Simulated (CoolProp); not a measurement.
Properties of ethylene along the isobar 6.68 MPa (Tc = 282.4 K, pc = 5.042 MPa, ω = 0.087).

Computed with CoolProp (reference Helmholtz-energy equation of state, Smukala 2000).

| T (K) | phase | cv (kJ/(kg K)) | speed of sound (m/s) | isothermal compressibility (1/MPa) | expansivity (1/kK) | fugacity coefficient |
|---|---|---|---|---|---|---|
| 118.6 | liquid | 1.564 | 1707 | 0.0008291 | 1.952 | 0.0002297 |
| 130.5 | liquid | 1.512 | 1627 | 0.0009606 | 2.022 | 0.0009186 |
| 142.5 | liquid | 1.463 | 1545 | 0.001121 | 2.104 | 0.002849 |
| 154.4 | liquid | 1.420 | 1464 | 0.001315 | 2.201 | 0.007167 |
| 166.4 | liquid | 1.384 | 1381 | 0.001558 | 2.319 | 0.01555 |
| 178.3 | liquid | 1.357 | 1298 | 0.001861 | 2.462 | 0.02968 |
| 190.3 | liquid | 1.337 | 1212 | 0.002257 | 2.640 | 0.05161 |
| 202.2 | liquid | 1.326 | 1125 | 0.002777 | (withheld) | 0.08251 |
| 214.1 | liquid | 1.321 | 1036 | 0.003491 | 3.152 | (withheld) |
| 226.1 | liquid | 1.324 | 943.0 | 0.004526 | 3.542 | 0.1757 |
| 238 | liquid | 1.334 | 847.4 | (withheld) | 4.085 | 0.2377 |
| 250 | liquid | 1.351 | 746.3 | 0.008730 | 4.911 | 0.3096 |
| 261.9 | liquid | 1.379 | 638.9 | 0.01372 | 6.294 | 0.3885 |
| 273.8 | liquid | 1.421 | 520.0 | (withheld) | 9.158 | 0.4723 |
| 285.8 | supercritical | 1.507 | 376.9 | 0.07874 | 18.88 | 0.5574 |
| 297.7 | supercritical | 1.667 | 245.6 | 0.5426 | 57.82 | (withheld) |

### Question
Complete the blanks.

### Answer

- 202.2, expansivity (1/kK): 2.863
- 214.1, fugacity coefficient: 0.1236
- 238, isothermal compressibility (1/MPa): 0.006094
- 273.8, isothermal compressibility (1/MPa): 0.02583
- 297.7, fugacity coefficient: 0.6316
